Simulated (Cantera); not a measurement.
Charge: 1 mol Si₃N₄, a varied amount of O₂, 330 mol H₂, held at 1727 °C and 4.20 bar.

These are equilibrium values from Cantera (NASA tables, ideal gas, pure condensed phases), not measurements of a reactor. Candidate condensed phases: H₂O, Si, SiO₂, Si₂N₂O, Si₃N₄; 35 gas species. The tables hold silica as quartz up to 1696 K and as liquid above; real silica turns to tridymite and cristobalite and melts near 1996 K. Gases not in the tables: Si₂H₆ and higher silanes. Rates play no part.

Q: Which condensed phases are stable at each of these points (n(O₂) (mol)): 0.18, 0.22, 0.27, 0.34, 0.42, 0.52, 0.65, 0.81, 1, 1.2, 1.6, 1.9?

A: 
```json
[
 {"n(O₂) (mol)": "0.18", "condensed phases": "Si(l)", "Si condensed (%)": "86.5"},
 {"n(O₂) (mol)": "0.22", "condensed phases": "Si(l)", "Si condensed (%)": "83.9"},
 {"n(O₂) (mol)": "0.27", "condensed phases": "Si(l)", "Si condensed (%)": "80.5"},
 {"n(O₂) (mol)": "0.34", "condensed phases": "Si(l)", "Si condensed (%)": "75.9"},
 {"n(O₂) (mol)": "0.42", "condensed phases": "Si(l)", "Si condensed (%)": "70.6"},
 {"n(O₂) (mol)": "0.52", "condensed phases": "Si(l)", "Si condensed (%)": "63.9"},
 {"n(O₂) (mol)": "0.65", "condensed phases": "Si(l)", "Si condensed (%)": "55.3"},
 {"n(O₂) (mol)": "0.81", "condensed phases": "Si(l)", "Si condensed (%)": "44.6"},
 {"n(O₂) (mol)": "1", "condensed phases": "Si(l)", "Si condensed (%)": "32.0"},
 {"n(O₂) (mol)": "1.2", "condensed phases": "Si(l)", "Si condensed (%)": "18.7"},
 {"n(O₂) (mol)": "1.6", "condensed phases": "gas only", "Si condensed (%)": "0.0"},
 {"n(O₂) (mol)": "1.9", "condensed phases": "SiO₂(l)", "Si condensed (%)": "4.6"}
]
```

From 0.18 mol O₂ to 1.2 mol O₂ the condensed part is Si(l). At 1.6 mol O₂ nothing is condensed. At 1.9 mol O₂ the condensed part is SiO₂(l).
